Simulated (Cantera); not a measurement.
**Ammonia decomposition in nitride growth gas**

An isothermal, constant-pressure homogeneous reactor starts with NH3 : N2 = 1 : 1.1 (molar parts), at 1450 K and 8.25 Torr.

Cantera simulation using the gas-phase N/H chemistry of the illustrative SiF4/NH3 mechanism in the Surface Chemkin manual (1991); the numbers are that mechanism's predictions, not measurements. Walls and surfaces, which speed up NH3 decomposition in real reactors, are not modelled.

| t (s) | x NH3 | x N | x N2 | x H2 | x N2H2 | x H | x NH2 |
|---|---|---|---|---|---|---|---|
| 0.000200 | 0.476 | <1e-12 | 0.524 | 2.23e-9 | <1e-12 | 4.61e-10 | 4.92e-9 |
| 0.000829 | 0.476 | <1e-12 | 0.524 | 1.07e-8 | <1e-12 | 4.62e-10 | 2.18e-8 |
| 0.00344 | 0.476 | <1e-12 | 0.524 | 4.58e-8 | <1e-12 | 4.62e-10 | 9.20e-8 |
| 0.0143 | 0.476 | <1e-12 | 0.524 | 1.91e-7 | 1.83e-11 | 4.62e-10 | 3.83e-7 |
| 0.0591 | 0.476 | <1e-12 | 0.524 | 8.01e-7 | 5.09e-10 | 4.71e-10 | 1.59e-6 |
| 0.245 | 0.476 | <1e-12 | 0.524 | 3.81e-6 | 1.02e-8 | 6.40e-10 | 6.57e-6 |
| 1.02 | 0.476 | 9.50e-12 | 0.524 | 5.23e-5 | 1.72e-7 | 4.58e-9 | 2.63e-5 |
| 4.21 | 0.475 | 1.65e-10 | 0.524 | 0.00105 | 5.32e-7 | 5.76e-8 | 4.63e-5 |
| 17.5 | 0.470 | 8.63e-10 | 0.524 | 0.00591 | 5.19e-7 | 2.76e-7 | 4.48e-5 |
| 72.4 | 0.452 | 2.99e-9 | 0.523 | 0.0247 | 4.62e-7 | 1.07e-6 | 4.12e-5 |
| 300 | 0.391 | 5.13e-9 | 0.522 | 0.0864 | 3.24e-7 | 3.62e-6 | 3.46e-5 |
x: mole fraction; the columns are a selection and need not sum to one.

Equilibrium at this temperature and pressure: NH3 1.90e-7, N <1e-12, N2 0.516, H2 0.484, N2H2 <1e-12, H 6.31e-5, NH2 5.23e-11 (gas phase only).
